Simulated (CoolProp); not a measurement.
Vapour-liquid equilibrium of R134a (1) + R152A (2) at 0.79 MPa; x and y are mole fractions of (1).

Computed with CoolProp (multi-fluid Helmholtz-energy mixture model, Tillner-Roth 1994 and Outcalt 1996; pair parameters Lemmon 2004).

```tsv
x	bubble temperature, mixture model (K)	bubble temperature, Raoult's law (K)	y, mixture model	y, Raoult's law
0.05	307.9	307.8	0.052	0.056
0.2	307.6	307.1	0.208	0.218
0.35	307.2	306.5	0.366	0.376
0.5	306.7	305.9	0.522	0.528
0.65	306.0	305.3	0.674	0.675
0.8	305.2	304.8	0.819	0.817
0.95	304.3	304.2	0.956	0.955
```

The largest gap from Raoult's law is +0.8 K in bubble temperature, at x = 0.5. No azeotrope shows between x = 0.05 and 0.95.

The pair parameters rest on a limited set of measurements; away from them the model extrapolates.
